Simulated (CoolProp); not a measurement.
Model: reference Helmholtz-energy equation of state, Platzer 1990, in CoolProp. This equation is an older, rougher fit; its heat capacities, sound speeds and derivatives of the liquid may be far off and weren't checked against measurements.

### Question
Give the vapour pressure (MPa), liquid viscosity (µPa s), liquid conductivity (mW/(m K)) of saturated CF4 (R14) at -107.55, -98.85, -81.45 °C.

### Answer
```tsv
T (°C)	p (MPa)	liquid viscosity (µPa s)	liquid conductivity (mW/(m K))
-107.55	0.352	166	80.2
-98.85	0.542	145	73.7
-81.45	1.14	112	60.7
```

Viscosity comes from a separate model (Huber 2003), an estimate that may be off by 10 % or more. Thermal conductivity comes from a separate model (Huber 2003), an estimate that may be off by 10 % or more.
